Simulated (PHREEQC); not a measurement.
A solution holds 0.2 mol HF, 5.6e-05 mol CuSO4 and 0.00025 mol MnSO4 per kg of water, at 20 °C. Closed to the air; pH follows from the charge balance.

Computed with PHREEQC (ion-association model, wateq4f.dat).

This is a speciation only: nothing precipitates in the calculation.

### Question
Predict the pH.

### Answer
pH 1.97.

### Question
In which forms is S present?

### Answer
SO4-2 59 %, HSO4- 40 %, MnSO4 0.9 % of the S.

wateq4f.dat counts part of the HF as a dimer, H2F2, which phreeqc.dat doesn't know; its constant is uncertain.
